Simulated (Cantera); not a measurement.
A freely propagating, adiabatic, planar premixed flame of 10.0 % CH₄, 0.701 % CO, 15.7 % O₂, 56.5 % N₂, 17.0 % H₂O, unburnt at 400 K and 100.0 Torr; mixture-averaged transport, grid criteria slope 0.08 and curve 0.16, no radiation.

Computed with Cantera and GRI-Mech 3.0 (53 species, 325 reactions). Burning velocities carry a grid error of a few per cent, more on coarse grids.

x: mole fraction of selected species; z is measured from the peak of heat release.

```csv
z (mm),T (K),u (m/s),x CH₄,x CO,x O₂,x CH₂CO,x NO,x CH₃
-10.9,400,0.458,0.1000,0.00700,0.157,<1e-8,<1e-8,<1e-8
-7.24,402,0.461,0.0994,0.00700,0.156,<1e-8,<1e-8,3.74e-8
-5.43,413,0.477,0.0982,0.00716,0.155,5.23e-8,1.07e-8,2.75e-7
-3.62,503,0.587,0.0918,0.00913,0.148,1.31e-6,1.46e-7,5.65e-6
-1.81,939,1.12,0.0621,0.0237,0.113,3.24e-5,1.54e-6,0.000355
-0.905,1296,1.56,0.0338,0.0405,0.0753,9.89e-5,3.23e-6,0.00203
0,1599,1.94,___,0.0565,___,___,___,___
0.905,1728,2.10,0.000879,0.0573,0.0119,1.28e-5,1.01e-5,0.000545
1.81,1759,2.13,5.20e-5,0.0506,0.00441,8.50e-7,1.35e-5,4.49e-5
3.62,1775,2.14,2.11e-7,0.0428,0.00173,1.08e-8,1.67e-5,2.48e-7
7.24,1789,2.15,<1e-8,0.0399,0.00126,<1e-8,1.87e-5,<1e-8
14.5,1806,2.17,<1e-8,0.0397,___,<1e-8,1.94e-5,<1e-8
29.0,1828,2.19,<1e-8,0.0401,0.000587,<1e-8,1.99e-5,<1e-8
```

**Question.** Some entries are withheld; supply them.

**Answer.** 
- 0, x CH₄: 0.00876
- 0, x O₂: 0.0347
- 0, x CH₂CO: 8.75e-5
- 0, x NO: 6.05e-6
- 0, x CH₃: 0.00253
- 14.5, x O₂: 0.000938
